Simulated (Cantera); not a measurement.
Charge: 1 mol Cr, 6.3 mol NH₃, 16 mol N₂, held at 0.130 bar.

These are equilibrium values from Cantera (NASA tables, ideal gas, pure condensed phases), not measurements of a reactor. Candidate condensed phases: Cr, CrN, Cr₂N; 11 gas species. Kinetics and transport are ignored.

Task: Which condensed phases are stable at each of these points (T (K)): 1650, 1750, 1850, 1950, 2050, 2150, 2250, 2350, 2450, 2550, 2650, 2750?

Result: 
```json
[
 {"T (K)": "1650", "condensed phases": "Cr(s)", "Cr condensed (%)": "99.8"},
 {"T (K)": "1750", "condensed phases": "Cr(s)", "Cr condensed (%)": "99.0"},
 {"T (K)": "1850", "condensed phases": "Cr(s)", "Cr condensed (%)": "96.0"},
 {"T (K)": "1950", "condensed phases": "Cr(s)", "Cr condensed (%)": "85.8"},
 {"T (K)": "2050", "condensed phases": "Cr(s)", "Cr condensed (%)": "55.8"},
 {"T (K)": "2150", "condensed phases": "gas only", "Cr condensed (%)": "0.0"},
 {"T (K)": "2250", "condensed phases": "gas only", "Cr condensed (%)": "0.0"},
 {"T (K)": "2350", "condensed phases": "gas only", "Cr condensed (%)": "0.0"},
 {"T (K)": "2450", "condensed phases": "gas only", "Cr condensed (%)": "0.0"},
 {"T (K)": "2550", "condensed phases": "gas only", "Cr condensed (%)": "0.0"},
 {"T (K)": "2650", "condensed phases": "gas only", "Cr condensed (%)": "0.0"},
 {"T (K)": "2750", "condensed phases": "gas only", "Cr condensed (%)": "0.0"}
]
```

From 1650 K to 2050 K the condensed part is Cr(s). From 2150 K to 2750 K nothing is condensed.
